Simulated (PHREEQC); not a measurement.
PHREEQC input (Pitzer model, pitzer.dat):

```
SOLUTION 1
  temp 25
  units mol/kgw
  pH 7 charge
  Cl 0.29
  Na 0.15
  K 0.14
END
USE solution 1
INCREMENTAL_REACTIONS false
REACTION 1
  H2O -1
  0 9.886 18.011 24.689 30.178 34.689 38.397 41.444
  43.949 46.007 47.699 49.089 50.232 51.172 51.944 52.578
  53.1 53.528 53.88 54.17 54.408 54.603 54.764 54.896
  55.005 55.094 55.168 55.228 moles
EQUILIBRIUM_PHASES 1
  Halite 0 0
  Sylvite 0 0
SELECTED_OUTPUT 1
  -reset false
  -pH true
  -pe true
  -ionic_strength true
  -water true
  -activities H2O
  -totals Cl K Na
  -molalities H+ Na+ K+ Cl- OH-
  -equilibrium_phases Halite Sylvite
PRINT
  -reset false
END
```

Selected output (columns that matter, 10 of 28 rows; water left (kg) added in front):

```
water left (kg)	pH	mu	Cl	K	Na	m_H+	m_Na+	m_K+	m_Cl-	m_OH-	la_H2O	Halite	Sylvite
1	6.9743	0.29	0.29	0.14	0.15	1.3602e-07	0.15	0.14	0.29	1.3602e-07	-0.0041458	0	0
0.555203	6.9574	0.52233	0.52233	0.25216	0.27017	1.3813e-07	0.27017	0.25216	0.52233	1.3813e-07	-0.0074371	0	0
0.30824	6.9284	0.94083	0.94083	0.45419	0.48663	1.354e-07	0.48663	0.45419	0.94083	1.354e-07	-0.013452	0	0
0.171138	6.8783	1.6945	1.6945	0.81805	0.87649	1.2402e-07	0.87649	0.81805	1.6945	1.2402e-07	-0.024727	0	0
0.0950203	6.7917	3.052	3.052	1.4734	1.5786	9.9998e-08	1.5786	1.4734	3.052	9.9998e-08	-0.046938	0	0
0.0527548	6.6448	5.4971	5.4971	2.6538	2.8433	6.4071e-08	2.8433	2.6538	5.4971	6.4071e-08	-0.094407	0	0
0.0292979	6.4394	7.1968	7.1968	2.0902	5.1065	4.5262e-08	5.1065	2.0902	7.1968	4.5262e-08	-0.14119	0.00038884	0.078761
0.0162724	6.4394	7.1968	7.1968	2.0902	5.1065	4.5262e-08	5.1065	2.0902	7.1968	4.5262e-08	-0.14119	0.066904	0.10599
0.00902992	6.4394	7.1968	7.1968	2.0902	5.1065	4.5262e-08	5.1065	2.0902	7.1968	4.5262e-08	-0.14119	0.10389	0.12113
0.00501235	6.4394	7.1968	7.1968	2.0902	5.1065	4.5262e-08	5.1065	2.0902	7.1968	4.5262e-08	-0.14119	0.1244	0.12952
```
